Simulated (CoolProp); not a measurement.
A simple Rankine cycle with R236EA: condensing at 320.15 K, boiler at 2.42 MPa, turbine inlet 411 K, turbine efficiency 0.8, pump efficiency 0.6, no recuperator. Each further row changes one setting.

The numbers come from the reference Helmholtz-energy equation of state, Rui 2013 in CoolProp.

```tsv
case	thermal efficiency (%)	net work (kJ/kg)	heat in (kJ/kg)	turbine exit temperature (K)	volume ratio over the turbine
as stated	10.6	___	207	362.9	6.96
condensing temperature 312.15 K	___	25.3	217	358.0	8.88
boiler pressure 1.69 MPa	___	19.4	218	___	4.36
turbine efficiency 0.7	___	18.8	207	365.9	___
```

Question: Some entries are withheld; supply them.

Answer: 
- as stated, net work (kJ/kg): 21.8
- condensing temperature 312.15 K, thermal efficiency (%): 11.7
- boiler pressure 1.69 MPa, thermal efficiency (%): 8.9
- boiler pressure 1.69 MPa, turbine exit temperature (K): 377.1
- turbine efficiency 0.7, thermal efficiency (%): 9.1
- turbine efficiency 0.7, volume ratio over the turbine: 7.03
